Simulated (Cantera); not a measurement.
Cantera run:

```python
import numpy as np
import cantera as ct

gas_names = """
    Electron C C+ C- CH CH+ CH2 CH3 CH2OH CH3O CH4 CH3OH CO CO+ CO2 CO2+ COOH C2 C2+ C2- C2H CHCO,ketyl
    C2H2,acetylene C2H2,vinylidene CH2CO,ketene C2H3,vinyl CH3CO,acetyl C2H4 C2H4O,ethylen
    CH3CHO,ethanal CH3COOH (HCOOH)2 C2H5 C2H6 CH3OCH3 C2H5OH C2O C3 C3H3,propargyl C3H4,allene
    C3H4,propyne C3H4,cyclo- C3H5,allyl C3H6,propylene C3H6,cyclo- C3H6O C3H7,n-propyl C3H7,i-propyl
    C3H8 C3H8O,1propanol C3H8O,2propanol C3O2 C4 C4H2 C4H4,1,3-cyclo- C4H6,butadiene C4H6,2-butyne
    C4H6,cyclo- C4H8,1-butene C4H8,cis2-buten C4H8,tr2-butene C4H8,isobutene C4H8,cyclo- (CH3COOH)2
    C4H9,n-butyl C4H9,i-butyl C4H9,s-butyl C4H9,t-butyl C4H10,isobutane C4H10,n-butane C5 C5H6,1,3cyclo-
    C5H8,cyclo- C5H10,1-pentene C5H10,cyclo- C5H11,pentyl C5H11,t-pentyl C5H12,n-pentane C5H12,i-pentane
    CH3C(CH3)2CH3 C6H2 C6H5,phenyl C6H5O,phenoxy C6H6 C6H5OH,phenol C6H10,cyclo- C6H12,1-hexene
    C6H12,cyclo- C6H13,n-hexyl C7H7,benzyl C7H8 C7H8O,cresol C7H14,1-heptene C7H15,n-heptyl
    C7H16,n-heptane C8H8,styrene C8H10,ethylbenz C8H16,1-octene C8H17,n-octyl C8H18,isooctane
    C8H18,n-octane C9H19,n-nonyl C10H8,naphthale C10H21,n-decyl C12H9,o-bipheny C12H10,bipheny H H+ H-
    HCO HCO+ HO2 H2 H2+ H2- HCHO,formaldehy HCOOH H2O H2O+ H2O2 H3O+ O O+ O- OH OH+ OH- O2 O2+ O2- O3
""".split()
cond_names = """
    C(gr) C6H6(L) C7H8(L) C8H18(L),n-octa H2O(s) H2O(L)
""".split()


def load(file, names, dense=False):
    # The tables refer to 1 bar. Condensed volumes are neglected.
    table = {s.name: s for s in ct.Species.list_from_file(file)}
    out = []
    for n in names:
        d = dict(table[n].input_data)
        d["thermo"] = dict(d["thermo"], **{"reference-pressure": 1e5})
        if dense:
            d["equation-of-state"] = {"model": "constant-volume", "density": "1e6 g/cm^3"}
        out.append(ct.Species.from_dict(d))
    return out


gas = ct.Solution(thermo="ideal-gas", species=load("nasa_gas.yaml", gas_names))
cond = {s.name: ct.Solution(thermo="fixed-stoichiometry", species=[s], name=s.name)
        for s in load("nasa_condensed.yaml", cond_names, dense=True)}
atoms = {
    'C3H6': {'C': 3, 'H': 6},
    'O2': {'O': 2},
    'H2': {'H': 2},
}
top_T = {'C(gr)': 4500}  # K; cautious upper limits of use, not melting points


def equilibrate(T, P, feed):
    n = {}
    for name, mol in feed.items():
        for a, k in atoms[name].items():
            n[a] = n.get(a, 0.0) + k * mol
    gas.TPX = T, P, n
    mass = sum(n.values()) * gas.mean_molecular_weight
    gas.equilibrate("TP")
    valid = [c for c in cond.values() if c.min_temp <= T <= top_T.get(c.name, c.max_temp)]
    mix = ct.Mixture([(gas, mass / gas.mean_molecular_weight)] + [(c, 0.0) for c in valid])
    mix.T, mix.P = T, P
    mix.equilibrate("TP", solver="vcs", rtol=1e-11, max_steps=5000)
    return mix


results = []
feed = {'C3H6': 1, 'O2': 0.76, 'H2': 38}  # mol
P = 1700000  # Pa
for T in [2000, 2250, 2500, 2750, 3000, 3250, 3500, 3750, 4000, 4250, 4500, 4750, 5000]:
    mix = equilibrate(T, P, feed)
    results.append((T, P, feed, dict(zip(mix.species_names, mix.species_moles))))

top = {s: max(r[3][s] / sum(r[3][g] for g in gas_names) for r in results) for s in gas_names}
cols = sorted((s for s in top if top[s] > 1e-05), key=lambda s: -top[s])[:5]
seen = [c for c in cond_names if any(r[3].get(c, 0) > 1e-12 for r in results)]
print("log10 of partial pressures in bar; condensed amounts in mol")
print(f"{'T/K':>10s}" + "".join(f"{s[:9]:>10s}" for s in cols + seen))
for T, P, feed, n in results:
    ng = sum(n[g] for g in gas_names)
    print(f"{T:10.4g}" + "".join(f"{np.log10(max(n[s] / ng * P / 1e5, 1e-99)):10.3f}" for s in cols)
          + "".join(f"{n.get(c, 0):10.4g}" for c in seen))
```

Result:

```
log10 of partial pressures in bar; condensed amounts in mol
       T/K        H2         H        CO C2H2,acet         C     C(gr)
      2000     1.211    -2.183    -0.214    -1.904   -10.517     1.133
      2250     1.211    -1.524    -0.215    -1.265    -8.439     1.039
      2500     1.206    -0.997    -0.217    -0.760    -6.779    0.4807
      2750     1.199    -0.565    -0.219    -0.563    -5.529         0
      3000     1.190    -0.207    -0.224    -0.563    -4.568         0
      3250     1.173     0.093    -0.232    -0.575    -3.758         0
      3500     1.144     0.343    -0.246    -0.603    -3.067         0
      3750     1.101     0.552    -0.265    -0.656    -2.473         0
      4000     1.040     0.722    -0.291    -0.749    -1.966         0
      4250     0.957     0.859    -0.323    -0.902    -1.540         0
      4500     0.851     0.964    -0.358    -1.137    -1.195         0
      4750     0.724     1.043    -0.394    -1.469    -0.932         0
      5000     0.580     1.098    -0.426    -1.902    -0.747         0
```

Equilibrium computed with Cantera from the NASA thermochemical tables; the gas is ideal and each condensed phase is pure.
